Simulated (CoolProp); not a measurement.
Saturated liquid density (kg/m³) of R21: the reference equation beside estimates from Tc = 179.6 °C, pc = 52.89 bar, ω = 0.206. Rackett uses Z = 0.29056 − 0.08775 ω.

Computed with CoolProp (reference Helmholtz-energy equation of state, Platzer 1990). This equation is an older, rougher fit; its heat capacities, sound speeds and derivatives of the liquid may be far off and weren't checked against measurements.

```csv
T (°C),reference,Rackett,van der Waals,Redlich-Kwong,Soave-Redlich-Kwong,Peng-Robinson
85.45,1205,1217,752.3,1066,1107,1256
87.95,1197,1209,747.4,1057,1098,1246
90.55,1189,1201,742.2,1048,…,1236
93.15,1181,1193,737.0,1038,1079,1225
95.75,1172,1185,731.6,1029,1070,1214
98.35,1164,1176,726.2,1019,1060,1203
100.85,1155,1168,720.9,1009,1050,1192
103.45,1147,1159,…,999.1,1040,1180
106.05,1138,1150,709.6,988.8,1029,1168
108.65,1128,1141,703.7,978.3,1019,1156
111.25,1119,1132,697.8,967.6,1008,1143
113.75,1110,1123,692.0,957.1,997.0,1131
116.35,1100,1113,685.8,…,985.6,1118
118.95,1090,1103,679.5,934.6,973.9,1105
121.55,1080,1093,673.1,923.1,961.9,1091
```

### Question
Fill in the missing entries.

### Answer

- 90.55, Soave-Redlich-Kwong: 1089
- 103.45, van der Waals: 715.3
- 116.35, Redlich-Kwong: 946.0

Absolute difference from the reference over all 15 rows, mean and median: Rackett 1.1 and 1.1 %, van der Waals 37.6 and 37.6 %, Redlich-Kwong 12.9 and 12.9 %, Soave-Redlich-Kwong 9.4 and 9.3 %, Peng-Robinson 2.8 and 2.9 %.
